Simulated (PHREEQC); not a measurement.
Consider water at 25 °C with 23 mmol/kgw Na2S and 0.038 mmol/kgw NaOH. Closed to the air; pH follows from the charge balance.

All values are PHREEQC results (ion-association model, wateq4f.dat), not measurements.

This is a speciation only: nothing precipitates in the calculation.

Q: Predict the pH.

A: pH 12.16.

With this much S-2 the pH rests on the database's HS-/S-2 constant; if that pK is higher, the solution is more alkaline. The database's pK near 12.9 for HS-/S-2 is now thought far too low, so its S-2 is overstated. The polysulfide entries of wateq4f.dat were taken out for this run.
